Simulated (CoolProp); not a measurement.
Properties of C2F6 (R116) along the isotherm 303.3 K.

The numbers come from the reference Helmholtz-energy equation of state, Lemmon 2006 in CoolProp. It is a short technical equation, of lower accuracy than the large ones.

```tsv
p (bar)	phase	Z	Joule-Thomson coefficient (K/MPa)	expansivity (1/kK)
9.52	gas	0.9006	8.842	4.701
19	gas	0.7819	10.34	7.547
28.6	gas	0.6230	12.45	16.36
38.1	supercritical	0.3472	10.18	84.54
47.6	supercritical	0.2924	3.207	20.56
57.1	supercritical	0.3208	1.859	12.21
66.7	supercritical	0.3562	1.282	9.201
76.2	supercritical	0.3927	0.9545	7.616
```
